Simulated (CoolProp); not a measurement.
n-decane along the isotherm 620 K: density (kg/m³) from the reference equation and from simpler models built on Tc = 617.7 K, pc = 21.01 bar, ω = 0.488; each cubic takes its own stable root.

Model: reference Helmholtz-energy equation of state, Lemmon 2006, in CoolProp. It is a short technical equation, of lower accuracy than the large ones.

```json
[
 {"p (bar)": "0.665", "phase": "gas", "reference": "1.856"},
 {"p (bar)": "1.36", "phase": "gas", "reference": "3.842"},
 {"p (bar)": "2.8", "phase": "gas", "reference": "8.121"},
 {"p (bar)": "5.75", "phase": "gas", "reference": "17.70"},
 {"p (bar)": "11.8", "phase": "gas", "reference": "42.60"},
 {"p (bar)": "24.3", "phase": "supercritical", "reference": "342.9"},
 {"p (bar)": "49.8", "phase": "supercritical", "reference": "426.7"},
 {"p (bar)": "102", "phase": "supercritical", "reference": "475.7"},
 {"p (bar)": "210", "phase": "supercritical", "reference": "522.7"}
]
```

**Question.** How far does each simpler model (ideal gas, van der Waals, Redlich-Kwong, Soave-Redlich-Kwong, Peng-Robinson) lie from the reference over these 9 states: mean and median of the absolute difference, and the worst?

**Answer.** 
- ideal gas: mean 26.9 %, median 10.9 %, worst -80.4 % at 620 K and 24.3 bar
- van der Waals: mean 15.9 %, median 4.7 %, worst -36.2 % at 620 K and 24.3 bar
- Redlich-Kwong: mean 8.0 %, median 1.9 %, worst -25.3 % at 620 K and 24.3 bar
- Soave-Redlich-Kwong: mean 8.2 %, median 2.0 %, worst -26.3 % at 620 K and 24.3 bar
- Peng-Robinson: mean 4.0 %, median 0.6 %, worst -18.9 % at 620 K and 24.3 bar
